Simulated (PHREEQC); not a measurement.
Dissolve 0.056 mol HF, 0.0013 mol (CH3)4NF and 0.00028 mol H2SO4 per kg of water at 56 °C. Closed to the air; pH follows from the charge balance.

Computed with PHREEQC (ion-association model, phreeqc.dat).

Each row changes one thing in this solution. No solid was allowed to form.

| case | pH | ionic strength (mol/kgw) | HF (mol/kgw) | F- (mol/kgw) | HF2- (mol/kgw) |
|---|---|---|---|---|---|
| as made | 2.35 | 0.00626 | 0.0506 | 0.00463 | 0.00103 |
| temperature from 56 to 85 °C | 2.49 | 0.00491 | 0.0522 | ? | ? |
| HF from 0.056 to 0.0112 mol/kgw | 2.79 | ? | 0.00988 | ? | 0.000105 |
| H2SO4 from 0.00028 to 0.00014 mol/kgw | 2.36 | 0.00607 | 0.0505 | 0.00472 | 0.00104 |
| H2SO4 left out | 2.37 | 0.00587 | 0.0504 | ? | 0.00106 |
| (CH3)4NF from 0.0013 to 0.00026 mol/kgw | 2.31 | 0.00567 | 0.0503 | 0.00416 | 0.000917 |
| H2SO4 from 0.00028 to 2.8e-05 mol/kgw | 2.37 | 0.00591 | 0.0504 | 0.00479 | 0.00106 |

**Question.** Complete the blanks.

**Answer.** 
- temperature from 56 to 85 °C, F- (mol/kgw): 0.00358
- temperature from 56 to 85 °C, HF2- (mol/kgw): 0.000787
- HF from 0.056 to 0.0112 mol/kgw, ionic strength (mol/kgw): 0.00324
- HF from 0.056 to 0.0112 mol/kgw, F- (mol/kgw): 0.00241
- H2SO4 left out, F- (mol/kgw): 0.00481

(CH3)4N+ isn't in the database: it is added as a free cation with an ion size of 4 Å. Away from 25 °C the constants follow the database's enthalpies or fits; those with neither stay at their 25 °C values.
